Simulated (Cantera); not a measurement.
What does this Cantera script print?

```python
import numpy as np
import cantera as ct

gas_names = """
    H H2 H2S S SH S2 S8
""".split()
cond_names = """
    S(cr1) S(cr2) S(L)
""".split()


# ... load() reads the species with a 1 bar reference pressure and builds the phases ...
atoms = {
    'S': {'S': 1},
    'H2': {'H': 2},
}
top_T = {}  # K; cautious upper limits of use, not melting points


# ... equilibrate(T, P, feed) seeds the gas with the atoms and calls Mixture.equilibrate('TP', solver="vcs", rtol=1e-11, max_steps=5000) ...
results = []
T = 500  # K
P = 1333.22  # Pa
for m in [0.038, 0.067, 0.12, 0.22, 0.39, 0.7, 1.3, 2.3, 4, 7.3]:
    feed = {'S': 1, 'H2': m}  # mol
    mix = equilibrate(T, P, feed)
    results.append((T, P, feed, dict(zip(mix.species_names, mix.species_moles))))
    x = sorted(zip(gas.X, gas.species_names), reverse=True)
    print(f"T = {T:g} K  P = {P:g} Pa  n(H2) = {m:g} mol  gas = {mix.phase_moles(0):.4g} mol")
    print("   x: " + "  ".join(f"{s} {v:.3e}" for v, s in x if v > 1e-05))
    print("   condensed (mol): " + ("  ".join(f"{mix.phase(i).name} {mix.phase_moles(i):.4g}"
          for i in range(1, mix.n_phases) if mix.phase_moles(i) > 1e-12) or "none"))
```

Output:

```
T = 500 K  P = 1333.22 Pa  n(H2) = 0.038 mol  gas = 0.06435 mol
   x: H2S 5.905e-01  S8 4.088e-01  S2 6.033e-04  H2 3.753e-05
   condensed (mol): S(L) 0.7515
T = 500 K  P = 1333.22 Pa  n(H2) = 0.067 mol  gas = 0.1135 mol
   x: H2S 5.905e-01  S8 4.088e-01  S2 6.033e-04  H2 3.753e-05
   condensed (mol): S(L) 0.5618
T = 500 K  P = 1333.22 Pa  n(H2) = 0.12 mol  gas = 0.2032 mol
   x: H2S 5.905e-01  S8 4.088e-01  S2 6.033e-04  H2 3.753e-05
   condensed (mol): S(L) 0.2152
T = 500 K  P = 1333.22 Pa  n(H2) = 0.22 mol  gas = 0.3176 mol
   x: H2S 6.926e-01  S8 3.068e-01  S2 5.615e-04  H2 4.562e-05
   condensed (mol): none
T = 500 K  P = 1333.22 Pa  n(H2) = 0.39 mol  gas = 0.4664 mol
   x: H2S 8.361e-01  S8 1.634e-01  S2 4.797e-04  H2 5.959e-05
   condensed (mol): none
T = 500 K  P = 1333.22 Pa  n(H2) = 0.7 mol  gas = 0.7377 mol
   x: H2S 9.488e-01  S8 5.075e-02  S2 3.581e-04  H2 7.826e-05
   condensed (mol): none
T = 500 K  P = 1333.22 Pa  n(H2) = 1.3 mol  gas = 1.3 mol
   x: H2S 7.692e-01  H2 2.308e-01
   condensed (mol): none
T = 500 K  P = 1333.22 Pa  n(H2) = 2.3 mol  gas = 2.3 mol
   x: H2 5.652e-01  H2S 4.348e-01
   condensed (mol): none
T = 500 K  P = 1333.22 Pa  n(H2) = 4 mol  gas = 4 mol
   x: H2 7.500e-01  H2S 2.500e-01
   condensed (mol): none
T = 500 K  P = 1333.22 Pa  n(H2) = 7.3 mol  gas = 7.3 mol
   x: H2 8.630e-01  H2S 1.370e-01
   condensed (mol): none
```

Equilibrium computed with Cantera from the NASA thermochemical tables; the gas is ideal and each condensed phase is pure. Gases not in the tables: S3 to S7.
